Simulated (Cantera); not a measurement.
A closed system holds: 1 mol Ta2O5, 1.1 mol CH4, 0.34 mol H2, 2.5 mol C, equilibrated at 1.00 Torr.

These are equilibrium values from Cantera (NASA tables, ideal gas, pure condensed phases), not measurements of a reactor. Candidate condensed phases: C, C6H6, C7H8, C8H18, H2O, Ta, TaC, Ta2O5; 113 gas species. Mutual solubility and eutectic melting of coexisting phases are not modelled. TaC: taken at fixed stoichiometry. Condensed phases not in the tables: Ta2C. Rates play no part. All values below are at 1550 K.

Base state: CO 0.503, H2 0.496, H 0.000608, H2O 0.000356, CO2 0.000129 (mole fractions); condensed: TaC(s) + Ta2O5(s).

Question: What changes in the equilibrium state with this change: Ta2O5 replaced by Cu2O?

Answer: 
```
species             before     after
----------------  --------  --------
H2                   0.496     0.707
CO                   0.503     0.278
Cu                       0    0.0139
C2H2 (acetylene)     <1e-9   1.13e-5
CO2               0.000129   4.48e-8
H2O               0.000356   3.18e-7
H                 0.000608  0.000725
TaC(s), mol           1.03         0
Ta2O5(s), mol        0.485         0
C(graphite), mol         0      2.60
Cu(l), mol               0      1.95
```
Further candidate phases: Cu, CuO, Cu(OH)2, Cu2O.
